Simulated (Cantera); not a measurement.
Cantera with NASA thermochemical tables; ideal gases at 1 bar, condensed phases pure. Values are per mole of reaction as written; species without (g) are pure solids or liquids, kept so even where they would boil at 1 bar.

Problem. Between 1123 and 1723 K, where is each reaction favourable under standard conditions?
- 2 PbO + N(g) = 2 Pb + NO₂(g)

Solution. 
- 2 PbO + N(g) = 2 Pb + NO₂(g): ΔG° is -86 kJ at 1123 K and -96 kJ at 1723 K; it stays negative (K > 1). ΔH° is -84 kJ and ΔS° 7 J/K at 1723 K.
